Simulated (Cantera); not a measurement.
Reactions in the system C-Cu-F

Source: NASA polynomial tables (part measured, part estimated), evaluated in Cantera. Values are per mole of reaction as written; species without (g) are pure solids or liquids, kept so even where they would boil at 1 bar.

Cu + 2 CF₃(g) ⇌ CuF₂(g) + 2 CF₂(g)

```json
[
 {"T (K)": "1175", "ΔH° (kJ)": "300.0", "ΔS° (J/K)": "173.5", "ΔG° (kJ)": "96.1", "log10 K": "-4.27", "condensed phases": "Cu(s)"},
 {"T (K)": "1275", "ΔH° (kJ)": "298.1", "ΔS° (J/K)": "171.9", "ΔG° (kJ)": "78.9", "log10 K": "-3.23", "condensed phases": "Cu(s)"},
 {"T (K)": "1375", "ΔH° (kJ)": "282.8", "ΔS° (J/K)": "160.6", "ΔG° (kJ)": "61.9", "log10 K": "-2.35", "condensed phases": "Cu(l)"},
 {"T (K)": "1475", "ΔH° (kJ)": "280.6", "ΔS° (J/K)": "159.1", "ΔG° (kJ)": "45.9", "log10 K": "-1.63", "condensed phases": "Cu(l)"},
 {"T (K)": "1575", "ΔH° (kJ)": "278.4", "ΔS° (J/K)": "157.6", "ΔG° (kJ)": "30.1", "log10 K": "-1.00", "condensed phases": "Cu(l)"},
 {"T (K)": "1675", "ΔH° (kJ)": "276.1", "ΔS° (J/K)": "156.2", "ΔG° (kJ)": "14.4", "log10 K": "-0.45", "condensed phases": "Cu(l)"},
 {"T (K)": "1775", "ΔH° (kJ)": "273.9", "ΔS° (J/K)": "154.9", "ΔG° (kJ)": "-1.1", "log10 K": "0.03", "condensed phases": "Cu(l)"},
 {"T (K)": "1875", "ΔH° (kJ)": "271.6", "ΔS° (J/K)": "153.7", "ΔG° (kJ)": "-16.6", "log10 K": "0.46", "condensed phases": "Cu(l)"},
 {"T (K)": "1975", "ΔH° (kJ)": "269.4", "ΔS° (J/K)": "152.5", "ΔG° (kJ)": "-31.9", "log10 K": "0.84", "condensed phases": "Cu(l)"}
]
```
